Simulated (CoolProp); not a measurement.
Dodecamethylcyclohexasiloxane (D6) along the isobar 694 kPa: density (kg/m³) from the reference equation and from simpler models built on Tc = 645.8 K, pc = 961.4 kPa, ω = 0.736; each cubic takes its own stable root.

The numbers come from the reference Helmholtz-energy equation of state, Colonna 2008 in CoolProp. It is a short technical equation, of lower accuracy than the large ones.

```csv
T (K),phase,reference
292.7,liquid,975.9
300.6,liquid,967.3
308.5,liquid,958.7
316.4,liquid,950.0
324.2,liquid,941.5
332.1,liquid,932.9
340,liquid,924.2
347.9,liquid,915.6
```

Problem. How far does each simpler model (van der Waals, Redlich-Kwong) lie from the reference over these 8 states: mean and median of the absolute difference, and the worst?

Solution. 
- van der Waals: mean 44.1 %, median 44.1 %, worst -44.7 % at 292.7 K and 694 kPa
- Redlich-Kwong: mean 17.4 %, median 17.4 %, worst -18.0 % at 292.7 K and 694 kPa
